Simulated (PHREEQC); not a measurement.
A PHREEQC input (ion-association model, wateq4f.dat):

```
SOLUTION 1
  temp 298.15
  units mg/kgw
  pH 6.03
  pe 10.6
  Na 0.0784
  K 0.00044
  Ca 0.00588
  Mg 0.000648
  Cl 0.0568
  S(6) 0.0711 as SO4
  Alkalinity 0.042 as HCO3
  Ba 0.000241
  Ni 0.00273
  Cd 0.000117
  Zn 0.00278
  Si 5.72e-05 as SiO2
END
USE solution 1
EQUILIBRIUM_PHASES 1
  Chalcedony 0 0
  CO2(g) -3.4 10
END
```

It stops with these messages:

```
WARNING: Maximum iterations exceeded, 100
WARNING: Maximum iterations exceeded, 100
WARNING: The program has failed to converge to a numerical solution.
ERROR:           Alkalinity has not converged. Total: 6.883091e-07	Calculated: -1.244445e-06	Residual: 1.932754e-06
ERROR: Is non-carbonate alkalinity greater than total alkalinity?
ERROR:                   Ba has not converged. Total: 1.754769e-09	Calculated: 1.797968e-09	Residual: -4.319868e-11
ERROR:                   Ca has not converged. Total: 1.467066e-07	Calculated: 8.345037e-08	Residual: 6.325622e-08
ERROR:                   Cd has not converged. Total: 1.040925e-09	Calculated: 1.306063e-10	Residual: 9.103190e-10
ERROR:                   Cl has not converged. Total: 1.602121e-06	Calculated: 1.609857e-06	Residual: -7.735816e-09
ERROR:                    K has not converged. Total: 1.125262e-08	Calculated: 1.130751e-08	Residual: -5.489284e-11
ERROR:                   Mg has not converged. Total: 2.665350e-08	Calculated: 8.364037e-09	Residual: 1.828947e-08
ERROR:                   Na has not converged. Total: 3.410208e-06	Calculated: 3.426689e-06	Residual: -1.648126e-08
ERROR:                   Ni has not converged. Total: 4.649974e-08	Calculated: 1.379839e-08	Residual: 3.270135e-08
ERROR:                 S(6) has not converged. Total: 7.401316e-07	Calculated: 1.016168e-06	Residual: -2.760367e-07
ERROR:                   Si has not converged. Total: 9.519958e-10	Calculated: 9.526618e-10	Residual: -6.660270e-13
ERROR:                   Zn has not converged. Total: 4.252715e-08	Calculated: 5.623926e-10	Residual: 4.196476e-08
ERROR:               A(H2O) Activity of water has not converged. 	Residual: 1.600000e+01
ERROR: Model failed to converge for initial solution  1.
```

What went wrong, and how is it mended?

The fault: the temperature typed in kelvin. The line should read `temp 25` where the input has `temp 298.15`. With the mend the run ends at pH 5.67 and ionic strength 7.01e-6 mol/kgw.
